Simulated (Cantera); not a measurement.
Carbothermic reduction: MgO + CH₄ + CO

Input: 1 mol MgO, 4.1 mol CH₄, 0.52 mol CO, held at 2302 °C and 1000 Pa.

Cantera equilibrium calculation (NASA polynomials, part measured and part estimated; ideal gas, pure solids and liquids). Candidate condensed phases: C, C₆H₆, C₇H₈, C₈H₁₈, H₂O, Mg, MgCO₃, MgO, Mg(OH)₂; 116 gas species. The tables' values for MgH are old estimates; treat these amounts as uncertain. The numbers say what is thermodynamically allowed, not how fast it happens.

```yaml
x(H₂): 0.533
x(H): 0.253
x(CO): 0.124
x(Mg): 0.0813
x(C₂H₂ (acetylene)): 0.00784
x(C₂H): 0.000312
x(C₃): 0.000154
x(MgH): 0.000122
x(C₄H₂): 4.77e-5
n(C(graphite)): 2.89 mol
gas_amount: 12.28 mol
log10 activity of Mg(l) (absent): -5.28
```
